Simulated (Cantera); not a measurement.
What does this Cantera script print?

```python
import numpy as np
import cantera as ct

gas = ct.Solution("gri30.yaml")
gas.TPX = 1075, 1000000, {'CH4': 1, 'H2': 0.038, 'O2': 1.35, 'N2': 5.06, 'H2O': 0.34}
reactor = ct.IdealGasConstPressureReactor(gas, energy="on", clone=False)
net = ct.ReactorNet([reactor])
net.rtol, net.atol = 1e-08, 1e-16
show = ['CH4', 'H2', 'O2', 'NO', 'NO2', 'C2H4', 'CH2']
times = np.geomspace(2e-06, 3, 15)

steps = ct.SolutionArray(gas, extra=["t"])
rows = []
print(f"{'t/s':>10s}{'T/K':>9s}{'P/Pa':>11s}" + "".join(f"{s:>11s}" for s in show))
for t in times:
    while net.time < t:
        t_next = net.step()
        steps.append(gas.state, t=t_next)
    rows.append([np.interp(t, steps.t, y) for y in (steps.T, steps.P, *steps(*show).X.T)])
    print(f"{t:10.3e}{rows[-1][0]:9.1f}{rows[-1][1]:11.4g}" + "".join(f"{x:11.3e}" for x in rows[-1][2:]))
rate = np.gradient(steps.T, steps.t)
print("integrator steps:", len(steps.t))
if steps.T.max() > steps.T[0] + 200:
    print(f"time of steepest temperature rise: {steps.t[rate.argmax()]:.4e} s")
gas.TPX = 1075, 1000000, {'CH4': 1, 'H2': 0.038, 'O2': 1.35, 'N2': 5.06, 'H2O': 0.34}
gas.equilibrate("HP")
print(f"equilibrium (HP): T = {gas.T:.1f} K  " + "  ".join(f"{s} {gas[s].X[0]:.3e}" for s in show))
```

Result:

```
       t/s      T/K       P/Pa        CH4         H2         O2         NO        NO2       C2H4        CH2
 2.000e-06   1075.0      1e+06  1.284e-01  4.879e-03  1.733e-01  5.403e-24  1.565e-30  9.775e-18  1.565e-20
 5.523e-06   1075.0      1e+06  1.284e-01  4.879e-03  1.733e-01  2.279e-23  4.946e-29  2.778e-16  9.769e-20
 1.525e-05   1075.0      1e+06  1.284e-01  4.879e-03  1.733e-01  1.181e-22  1.829e-27  6.408e-15  6.760e-19
 4.212e-05   1075.0      1e+06  1.284e-01  4.879e-03  1.733e-01  7.679e-22  8.909e-26  1.354e-13  4.909e-18
 1.163e-04   1075.0      1e+06  1.284e-01  4.879e-03  1.733e-01  6.134e-21  5.699e-24  2.744e-12  3.859e-17
 3.212e-04   1075.0      1e+06  1.284e-01  4.879e-03  1.733e-01  7.341e-20  5.626e-22  6.711e-11  4.809e-16
 8.870e-04   1075.0      1e+06  1.284e-01  4.876e-03  1.733e-01  3.735e-18  2.564e-19  4.307e-09  2.155e-14
 2.449e-03   1076.0      1e+06  1.283e-01  4.845e-03  1.732e-01  1.781e-16  1.367e-16  2.695e-07  2.763e-13
 6.764e-03   1084.8      1e+06  1.270e-01  4.748e-03  1.721e-01  1.716e-15  6.163e-15  9.464e-06  2.229e-12
 1.868e-02   2443.5      1e+06  7.175e-11  7.617e-02  1.468e-05  1.472e-04  3.668e-09  2.845e-17  1.066e-12
 5.159e-02   2443.5      1e+06  7.179e-11  7.617e-02  1.467e-05  1.519e-04  3.784e-09  2.847e-17  1.066e-12
 1.425e-01   2443.5      1e+06  7.179e-11  7.617e-02  1.467e-05  1.519e-04  3.784e-09  2.847e-17  1.066e-12
 3.934e-01   2443.5      1e+06  7.179e-11  7.617e-02  1.467e-05  1.519e-04  3.784e-09  2.847e-17  1.066e-12
 1.086e+00   2443.5      1e+06  7.179e-11  7.617e-02  1.467e-05  1.519e-04  3.784e-09  2.847e-17  1.066e-12
 3.000e+00   2443.5      1e+06  7.179e-11  7.617e-02  1.467e-05  1.519e-04  3.784e-09  2.847e-17  1.066e-12
integrator steps: 2383
time of steepest temperature rise: 1.0760e-02 s
equilibrium (HP): T = 2443.5 K  CH4 8.088e-11  H2 7.617e-02  O2 1.467e-05  NO 1.519e-04  NO2 3.784e-09  C2H4 3.148e-17  CH2 1.179e-12
```

Detailed kinetics in Cantera: GRI-Mech 3.0 (53 species, 325 reactions).
